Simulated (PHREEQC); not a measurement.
## Acid rinse or clean: an equilibrium model

A solution holds 0.054 mol/kgw HNO3 and 0.00015 mol/kgw CaCl2, at 90 °C. Closed to the air; pH follows from the charge balance.

Model: ion-association model, phreeqc.dat, run in PHREEQC.

No solid was allowed to form.

Question: What pH does the model give?

Answer: pH 1.35.

Species that the database lacks are ignored. Constants without temperature data keep their 25 °C values here.
